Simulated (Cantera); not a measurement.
## Premixed flame

A freely propagating, adiabatic, planar premixed flame of 47.6 % H₂, 8.52 % O₂, 32.0 % N₂, 11.9 % H₂O, equivalence ratio 2.8, unburnt at 700 K and 0.820 bar; multicomponent transport, grid criteria slope 0.08 and curve 0.16, no radiation.

Cantera simulation using the H2/O2 subset of GRI-Mech 3.0, which has no nitrogen chemistry; the numbers are that mechanism's predictions, not measurements. Burning velocities carry a grid error of a few per cent, more on coarse grids.

| z (mm) | T (K) | u (m/s) | x H₂ | x O₂ | x H₂O | x H | x H₂O₂ | x OH |
|---|---|---|---|---|---|---|---|---|
| -1.86 | 700 | 8.80 | 0.476 | 0.0852 | 0.119 | <1e-8 | <1e-8 | <1e-8 |
| -1.24 | 700 | 8.80 | 0.476 | 0.0852 | 0.119 | <1e-8 | <1e-8 | <1e-8 |
| -0.932 | 700 | 8.80 | 0.476 | 0.0852 | 0.119 | <1e-8 | <1e-8 | <1e-8 |
| -0.621 | 700 | 8.80 | 0.476 | 0.0852 | 0.119 | 5.27e-7 | <1e-8 | <1e-8 |
| -0.311 | 727 | 9.11 | 0.473 | 0.0846 | 0.121 | 0.000437 | 3.14e-6 | 4.94e-5 |
| -0.155 | 891 | 11.0 | 0.452 | 0.0784 | 0.138 | 0.00627 | 4.31e-6 | 0.000311 |
| 0 | 1188 | 14.4 | 0.385 | 0.0525 | 0.197 | 0.0318 | 1.05e-6 | 0.00102 |
| 0.155 | 1403 | 16.8 | 0.317 | 0.0168 | 0.269 | 0.0582 | 5.74e-7 | 0.00186 |
| 0.311 | 1501 | 17.9 | 0.297 | 0.00350 | 0.297 | 0.0629 | 3.74e-7 | 0.00203 |
| 0.621 | 1588 | 18.8 | 0.298 | 0.000317 | 0.305 | 0.0550 | 2.68e-7 | 0.00213 |
| 1.24 | 1675 | 19.7 | 0.306 | 0.000107 | 0.307 | 0.0426 | 1.75e-7 | 0.00207 |
| 2.49 | 1757 | 20.5 | 0.314 | 6.05e-5 | 0.310 | 0.0305 | 9.63e-8 | 0.00179 |
| 4.97 | 1824 | 21.2 | 0.321 | 2.90e-5 | 0.312 | 0.0202 | 4.66e-8 | 0.00137 |
x: mole fraction of selected species; z is measured from the peak of heat release.

The laminar burning velocity comes out as 880 cm/s. The thermal thickness is 0.621 mm and the peak x(H) comes out as 0.0630. The peak x(H₂O₂) is 5.02e-6 and the peak x(OH) comes out as 0.00214. The grid points is 135.
